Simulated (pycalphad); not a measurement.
All values are pycalphad results on the COST 507 light-alloy database (1999) (1 atm), not direct measurements. The database dates from 1999; later assessments differ in places, in temperatures and in the compounds included.

Q: How does the equilibrium phase assembly of Al-2.01Si-1.2Fe (at.%) change on cooling from 1850 K to 530 K?

A: 
```
T (K)                 phases above                      phases below
-----  ---------------------------  --------------------------------
944.3                       liquid                  AL13FE4 + liquid
915.0             AL13FE4 + liquid            AL13FE4 + fcc + liquid
904.9       AL13FE4 + fcc + liquid       ALFESI_ALPHA + fcc + liquid
892.6  ALFESI_ALPHA + fcc + liquid        ALFESI_BETA + fcc + liquid
878.5   ALFESI_BETA + fcc + liquid                 ALFESI_BETA + fcc
788.6            ALFESI_BETA + fcc  ALFESI_BETA + diamond (Si) + fcc
```
Changes were sought between steps of 40 K, so a narrower field can be missed.

Database names, with the compositions (at.%) that they take in these runs: AL13FE4: Al 76 Fe 24; ALFESI_BETA: Al 70 Si 15 Fe 15.
